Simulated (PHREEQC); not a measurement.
Solution (20 °C): 18 mmol/kgw KOH, 0.34 mmol/kgw KNO3 and 0.58 mmol/kgw Cu(NO3)2. Closed to the air; pH follows from the charge balance.

Equilibrium calculation in PHREEQC: ion-association model, wateq4f.dat.

```yaml
pH: 12.33
ionic_strength: 0.0184 mol/kgw
total_alkalinity: 18.0 meq/kg
```

```tsv
species	molality	activity	log γ
K+	0.0183	0.0160	-0.059
OH-	0.0167	0.0146	-0.059
NO3-	0.00150	0.00130	-0.061
Cu(OH)2	0.000467	0.000469	0.002
Cu(OH)3-	6.91e-5	6.06e-5	-0.058
Cu(OH)4-2	4.40e-5	2.59e-5	-0.230
```

Precipitation was switched off in this run. Saturation is exceeded, for instance for Cu(OH)2, Tenorite (slow to form); the values hold only as long as no solid forms. The database's constant for dissolved Cu(OH)2 is higher than later reviews accept.
